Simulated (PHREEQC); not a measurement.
Make-up at 25 °C: 100 mmol/kgw HNO3, 28 mmol/kgw Al(NO3)3 and 0.67 mmol/kgw CuSO4. Closed to the air; pH follows from the charge balance.

Model: ion-association model, phreeqc.dat, run in PHREEQC.

```json
[
 {"quantity": "pH", "before": "1.10", "after": "3.02"},
 {"quantity": "AlOH+2 (mol/kgw)", "before": "1.42e-6", "after": "2.24e-6"},
 {"quantity": "Al(OH)2+ (mol/kgw)", "before": "5.47e-11", "after": "1.56e-8"},
 {"quantity": "SI of Gibbsite (Al(OH)3)", "before": "-7.30", "after": "-2.81"}
]
```

Task: Which change was made?
A. HNO3 replaced by Cd(NO3)2 at the same molality
B. Al(NO3)3 from 0.028 to 0.0252 mol/kgw
C. diluted 100-fold with water
D. CuSO4 left out

Result: C, diluted 100-fold with water

No solid was allowed to form.
